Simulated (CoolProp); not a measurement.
Vapour-liquid equilibrium of CH2F2 (R32) (1) + R227EA (2) at 353 kPa; x and y are mole fractions of (1).

Computed with CoolProp (multi-fluid Helmholtz-energy mixture model, Tillner-Roth 1997 and Lemmon 2016; pair parameters Bell 2016).

Q: Give the bubble temperature and the first vapour's composition at x = 0.05, 0.8, 0.95. Is there an azeotrope?

A: x = 0.05: 12.5 °C, y = 0.164; x = 0.8: -20.1 °C, y = 0.927; x = 0.95: -22.8 °C, y = 0.980. No azeotrope shows between x = 0.05 and 0.95.

Pair parameters are fitted to limited data, so mixtures are less certain than the pure fluids.
